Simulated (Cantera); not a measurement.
# Ammonia decomposition in nitride growth gas

A perfectly stirred reactor is fed with NH₃ : N₂ = 1 : 22 (molar parts), at 0.987 atm; it is held at 1650 K, and followed from long to short residence time.

Detailed kinetics in Cantera: the gas-phase N/H chemistry of the illustrative SiF4/NH3 mechanism in the Surface Chemkin manual (1991). Walls and surfaces, which speed up NH3 decomposition in real reactors, are not modelled.

| τ (s) | x NH₃ | x N | x N₂H₄ | x NH₂ | x N₂ | x H | x NH |
|---|---|---|---|---|---|---|---|
| 18 | 0.0111 | 1.90e-8 | 1.05e-9 | 8.37e-6 | 0.942 | 1.43e-5 | 1.65e-7 |
| 3.8 | 0.0221 | 2.67e-8 | 3.62e-9 | 1.55e-5 | 0.947 | 8.80e-6 | 2.71e-7 |
| 0.82 | 0.0341 | 2.56e-8 | 8.34e-9 | 2.36e-5 | 0.952 | 3.79e-6 | 3.46e-7 |
| 0.18 | 0.0408 | 1.19e-8 | 1.37e-8 | 3.02e-5 | 0.955 | 1.20e-6 | 3.13e-7 |
| 0.038 | 0.0429 | 2.41e-9 | 1.74e-8 | 3.41e-5 | 0.956 | 3.06e-7 | 2.11e-7 |
| 0.0081 | 0.0434 | 4.13e-10 | 1.38e-8 | 3.03e-5 | 0.956 | 6.92e-8 | 1.34e-7 |
| 0.0017 | 0.0435 | 6.28e-11 | 2.92e-9 | 1.39e-5 | 0.957 | 1.57e-8 | 4.35e-8 |
x: mole fraction; the columns are a selection and need not sum to one.
